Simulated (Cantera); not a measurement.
A perfectly stirred reactor is fed with CH4 : O2 : N2 = 1 : 1.25 : 4.7 (molar parts), at 100000 Pa; it is adiabatic with a 700 K inlet, and is followed from long to short residence time, starting on the burning branch (τ in s: 0.15, 0.064, 0.028, 0.012, 0.0052, 0.0022, 0.00096, 0.00042, 0.00018, 7.8e-05).

Detailed kinetics in Cantera: GRI-Mech 3.0 (53 species, 325 reactions).

x: mole fraction; the columns are a selection and need not sum to one.

```tsv
τ (s)	T (K)	x CH4	x O2	x C2H2	x CO2	x C2H4
0.15	2117	0.000158	4.81e-5	(withheld)	0.0325	1.39e-7
0.064	2116	0.000297	0.000102	(withheld)	0.0325	5.40e-7
0.028	2115	0.000522	0.000210	(withheld)	0.0326	1.86e-6
0.012	2113	0.000865	0.000435	(withheld)	0.0326	5.81e-6
0.0052	2109	0.00132	0.000875	(withheld)	0.0326	1.57e-5
0.0022	2099	0.00196	0.00178	(withheld)	0.0322	3.99e-5
0.00096	2080	0.00293	0.00358	(withheld)	0.0312	9.51e-5
0.00042	2037	0.00487	0.00779	(withheld)	0.0286	0.000245
0.00018	700	0.144	0.180	<1e-12	<1e-12	<1e-12
7.8e-5	700	0.144	0.180	<1e-12	<1e-12	<1e-12
```

### Question
Some entries are withheld; supply them.

### Answer

- 0.15, x C2H2: 1.23e-5
- 0.064, x C2H2: 4.34e-5
- 0.028, x C2H2: 0.000131
- 0.012, x C2H2: 0.000337
- 0.0052, x C2H2: 0.000699
- 0.0022, x C2H2: 0.00124
- 0.00096, x C2H2: 0.00191
- 0.00042, x C2H2: 0.00269
